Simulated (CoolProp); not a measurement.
Aqueous magnesium chloride as a coolant, at -8 °C, 1 atm.

Model: Melinder's fits for secondary coolants, in CoolProp.

```json
[
 {"mass %": "11.2", "freezing point (°C)": "-10.1", "conductivity (W/(m K))": "___", "density (kg/m³)": "1101", "cp (kJ/(kg K))": "___", "viscosity (mPa s)": "4.06"},
 {"mass %": "13.2", "freezing point (°C)": "___", "conductivity (W/(m K))": "0.517", "density (kg/m³)": "1120", "cp (kJ/(kg K))": "3.375", "viscosity (mPa s)": "4.47"},
 {"mass %": "15.1", "freezing point (°C)": "-17.0", "conductivity (W/(m K))": "___", "density (kg/m³)": "1137", "cp (kJ/(kg K))": "3.273", "viscosity (mPa s)": "4.83"},
 {"mass %": "17.1", "freezing point (°C)": "-21.2", "conductivity (W/(m K))": "0.508", "density (kg/m³)": "1156", "cp (kJ/(kg K))": "3.170", "viscosity (mPa s)": "5.22"},
 {"mass %": "19", "freezing point (°C)": "-25.9", "conductivity (W/(m K))": "0.504", "density (kg/m³)": "1175", "cp (kJ/(kg K))": "3.079", "viscosity (mPa s)": "5.90"},
 {"mass %": "21", "freezing point (°C)": "-31.9", "conductivity (W/(m K))": "0.497", "density (kg/m³)": "1196", "cp (kJ/(kg K))": "2.988", "viscosity (mPa s)": "___"},
 {"mass %": "22.9", "freezing point (°C)": "-39.2", "conductivity (W/(m K))": "0.488", "density (kg/m³)": "___", "cp (kJ/(kg K))": "2.908", "viscosity (mPa s)": "___"}
]
```

Task: Fill in the missing entries.

Result: 
- 11.2, conductivity (W/(m K)): 0.522
- 11.2, cp (kJ/(kg K)): 3.488
- 13.2, freezing point (°C): -13.4
- 15.1, conductivity (W/(m K)): 0.513
- 21, viscosity (mPa s): 7.78
- 22.9, density (kg/m³): 1218
- 22.9, viscosity (mPa s): 13.5
